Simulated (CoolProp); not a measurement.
Vapour-liquid equilibrium of ethylene (1) + propane (2) at 18 kPa; x and y are mole fractions of (1).

The numbers come from the multi-fluid Helmholtz-energy mixture model, Smukala 2000 and Lemmon 2009; pair parameters Bell 2016 in CoolProp.

Problem. Give the bubble temperature and the first vapour's composition at x = 0.55, 0.65, 0.95. Is there an azeotrope?

Solution. x = 0.55: 151.0 K, y = 0.991; x = 0.65: 149.3 K, y = 0.994; x = 0.95: 145.4 K, y = 0.999. No azeotrope shows between x = 0.05 and 0.95.

Pair parameters are fitted to limited data, so mixtures are less certain than the pure fluids.
